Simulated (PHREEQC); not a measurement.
0.85 g of hydrous ferric oxide (600 m²/g; 0.2 weak and 0.005 strong sites per Fe, Dzombak-Morel constants, diffuse double layer) in 1 kg of water with 0.001 mol/kgw of an inert sodium salt and 0.3 mmol/kgw ZnCl2 and 0.0096 mmol/kgw NaH2PO4, at 25 °C; the pH is set by adding NaOH or the inert anion's acid. Oxygen is held at 0.21 atm. The system is closed to CO2. Precipitation was switched off in this run.

Model: ion-association model, wateq4f.dat, run in PHREEQC.

Problem. Predict P sorbed (%), surface charge σ (C/m²), surface potential ψ (mV) at pH = 4.5, 8, 9, 10.5, 12.

Solution. 
| pH | P sorbed (%) | surface charge σ (C/m²) | surface potential ψ (mV) |
|---|---|---|---|
| 4.5 | 100.0 | 0.100 | 184 |
| 8 | 99.9 | 0.002 | 24 |
| 9 | 95.4 | -0.003 | -33 |
| 10.5 | 3.2 | -0.024 | -114 |
| 12 | 0.0 | -0.158 | -162 |

H3PO4, which wateq4f.dat lacks, is added to it with the constant of phreeqc.dat. The database has no phosphate complexes of Zn.
